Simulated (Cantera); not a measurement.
A closed system holds: 1 mol Ta2O5, 1200 mol H2, 0.068 mol H2O, at 0.133 bar.

Equilibrium computed with Cantera from the NASA thermochemical tables; the gas is ideal and each condensed phase is pure. Candidate condensed phases: H2O, Ta, Ta2O5; 12 gas species. Mutual solubility and eutectic melting of coexisting phases are not modelled. Condensed phases not in the tables: N, O or C dissolved in the metal. Rates play no part.

Problem. At 1623 K, list the 3 most abundant gas species with their mole fractions, and the condensed phases.

Solution. H2 1.000, H2O 0.000234, H 0.000189. Condensed: Ta(s) + Ta2O5(s).
